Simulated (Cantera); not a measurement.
## Equilibrium for silicon carbide growth: SiH4 + C3H8 + H2

Input: 1 mol SiH4, 0.11 mol C3H8, 790 mol H2, equilibrated at 0.00133 bar.

These are equilibrium values from Cantera (NASA tables, ideal gas, pure condensed phases), not measurements of a reactor. Candidate condensed phases: C, C6H6, C7H8, C8H18, Si, SiC; 87 gas species. Mutual solubility and eutectic melting of coexisting phases are not modelled. Gases not in the tables: Si2H6 and higher silanes. The numbers say what is thermodynamically allowed, not how fast it happens.

| T (K) | log p H2 | log p H | log p Si | log p SiH | log p SiH2 | log p Si2C | log p Si2 | log p Si3 | n Si(s) | n SiC(s) | n Si(l) |
|---|---|---|---|---|---|---|---|---|---|---|---|
| 1448 | -2.88 | -6.47 | -8.53 | -9.37 | -9.00 | -11.54 | -11.59 | -12.38 | 0.667 | 0.330 | 0 |
| 1473 | -2.88 | -6.34 | -8.26 | -9.14 | -8.85 | -11.17 | -11.24 | -12.01 | 0.665 | 0.330 | 0 |
| 1498 | -2.88 | -6.20 | -8.00 | -8.93 | -8.71 | -10.82 | -10.90 | -11.64 | 0.662 | 0.330 | 0 |
| 1523 | -2.88 | -6.07 | -7.74 | -8.72 | -8.57 | -10.48 | -10.57 | -11.29 | 0.657 | 0.330 | 0 |
| 1548 | -2.88 | -5.95 | -7.50 | -8.51 | -8.44 | -10.16 | -10.25 | -10.95 | 0.647 | 0.330 | 0 |
| 1573 | -2.88 | -5.83 | -7.26 | -8.32 | -8.31 | -9.84 | -9.94 | -10.62 | 0.631 | 0.330 | 0 |
| 1598 | -2.88 | -5.71 | -7.03 | -8.13 | -8.19 | -9.53 | -9.64 | -10.30 | 0.606 | 0.330 | 0 |
| 1623 | -2.88 | -5.60 | -6.81 | -7.94 | -8.07 | -9.24 | -9.35 | -9.99 | 0.564 | 0.330 | 0 |
| 1648 | -2.88 | -5.49 | -6.59 | -7.76 | -7.95 | -8.95 | -9.07 | -9.69 | 0.498 | 0.329 | 0 |
| 1673 | -2.88 | -5.38 | -6.38 | -7.59 | -7.83 | -8.67 | -8.79 | -9.40 | 0.393 | 0.329 | 0 |
| 1698 | -2.88 | -5.28 | -6.18 | -7.43 | -7.73 | -8.41 | -8.54 | -9.14 | 0 | 0.328 | 0.238 |
log p: log10 of the partial pressure in bar; n: condensed amount in mol.

From 1448 K to 1673 K the condensed part is Si(s) + SiC(s). At 1698 K the condensed part is Si(l) + SiC(s). The main Si-bearing gas is Si throughout. The share of Si in condensed phases is highest at 1448 K (99.7 %) and lowest at 1698 K (56.6 %).
